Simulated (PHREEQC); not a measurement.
PHREEQC input (Pitzer model, pitzer.dat):

```
SOLUTION 1
  temp 25
  units mol/kgw
  pH 7 charge
  S(6) 0.49
  B 0.0148
  Na 0.0074
  Cl 2.4
  Mg 1.2
SOLUTION 2
  temp 25
  units mol/kgw
  pH 7 charge
  Cl 0.6
  Mg 0.3
  C(4) 0.0012
  Na 0.0012
  Si 1.8e-05
END
SELECTED_OUTPUT 1
  -reset false
  -pH true
  -pe true
  -ionic_strength true
  -water true
  -totals B C Cl Mg Na S Si
  -molalities H+ Na+ Mg+2 Cl- CO3-2 SO4-2 B(OH)3 H4SiO4 OH- HCO3-
    CO2 HSO4- B(OH)4- B3O3(OH)4- B4O5(OH)4-2 MgB(OH)4+ MgOH+ MgCO3 H3SiO4- H2SiO4-2
  -equilibrium_phases Bischofite Bloedite Brucite Burkeite Epsomite Halite Hexahydrite Kieserite Nesquehonite Mirabilite
    Nahcolite Natron SiO2(a) Thenardite Trona Borax Boric_acid,s NaBO2:4H2O NaB5O8:5H2O Teepleite
    MgCl2_4H2O
PRINT
  -reset false
MIX 1
  1 1
  2 0
EQUILIBRIUM_PHASES 1
  Bischofite 0 0
  Bloedite 0 0
  Brucite 0 0
  Burkeite 0 0
  Epsomite 0 0
  Halite 0 0
  Hexahydrite 0 0
  Kieserite 0 0
  Nesquehonite 0 0
  Mirabilite 0 0
  Nahcolite 0 0
  Natron 0 0
  SiO2(a) 0 0
  Thenardite 0 0
  Trona 0 0
  Borax 0 0
  Boric_acid,s 0 0
  NaBO2:4H2O 0 0
  NaB5O8:5H2O 0 0
  Teepleite 0 0
  MgCl2_4H2O 0 0
END
# ... the last block is repeated for the other 10 points of share of solution B
```

Selected output (columns that matter, 11 of 11 rows; share of solution B added in front):

```
share of solution B	pH	mu	B	C	Cl	Mg	Na	S	Si	m_H+	m_Na+	m_Mg+2	m_Cl-	m_SO4-2
0	-0.24364	4.4723	0.0148	0	2.4	1.2	0.0074	0.49	0	0.67377	0.0074	1.2	2.4	0.19117
0.1	-0.14589	4.1273	0.01332	0.00012	2.22	1.11	0.00678	0.441	1.8e-06	0.61236	0.00678	1.11	2.22	0.17814
0.2	-0.044147	3.7803	0.01184	0.00024	2.04	1.02	0.00616	0.392	3.6e-06	0.54999	0.00616	1.02	2.04	0.16415
0.3	0.062764	3.4314	0.01036	0.00036	1.86	0.92999	0.00554	0.343	5.4e-06	0.48666	0.00554	0.92999	1.86	0.1492
0.4	0.17661	3.0806	0.0088799	0.00048	1.68	0.83999	0.00492	0.294	7.1999e-06	0.42238	0.00492	0.83999	1.68	0.1333
0.5	0.30018	2.7278	0.0073999	0.00059999	1.5	0.74999	0.0043	0.245	8.9999e-06	0.3571	0.0043	0.74999	1.5	0.11641
0.6	0.43813	2.3729	0.0059199	0.00071999	1.32	0.65999	0.00368	0.196	1.08e-05	0.29077	0.00368	0.65999	1.32	0.098451
0.7	0.5994	2.0155	0.0044399	0.00083999	1.14	0.56999	0.00306	0.147	1.26e-05	0.22318	0.00306	0.56999	1.14	0.079242
0.8	0.80429	1.6546	0.00296	0.00095998	0.95998	0.47999	0.00244	0.097998	1.44e-05	0.15386	0.00244	0.47999	0.95998	0.058303
0.9	1.1198	1.2874	0.00148	0.00108	0.77999	0.38999	0.00182	0.048999	1.62e-05	0.081394	0.00182	0.38999	0.77999	0.034215
1	7.2846	0.90111	0	0.0012	0.6	0.3	0.0012	0	1.8e-05	5.9697e-08	0.0012	0.29996	0.6	0
```

Species that the database lacks are ignored. In brines, pH and single-ion activities rest on the MacInnes convention.
